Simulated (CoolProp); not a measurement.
Properties of hydrogen sulfide along the isobar 5820 kPa (Tc = 373.1 K, pc = 8999 kPa, ω = 0.101).

Computed with CoolProp (reference Helmholtz-energy equation of state, Lemmon 2006). It is a short technical equation, of lower accuracy than the large ones.

```tsv
T (K)	phase	density (kg/m³)	cp (kJ/(kg K))	expansivity (1/kK)
345	liquid	631.9	3.219	8.117
350.4	gas	110.3	2.932	14.87
355.8	gas	102.8	2.459	11.65
361.3	gas	96.93	2.180	9.741
366.7	gas	92.30	1.998	8.485
372.2	gas	88.32	1.866	7.557
377.6	gas	84.96	1.767	6.861
383	gas	82.00	1.690	6.306
388.5	gas	79.30	1.627	5.845
393.9	gas	76.92	1.576	5.466
399.3	gas	74.75	1.533	5.144
404.8	gas	72.72	1.496	4.861
410.2	gas	70.89	1.465	4.618
```
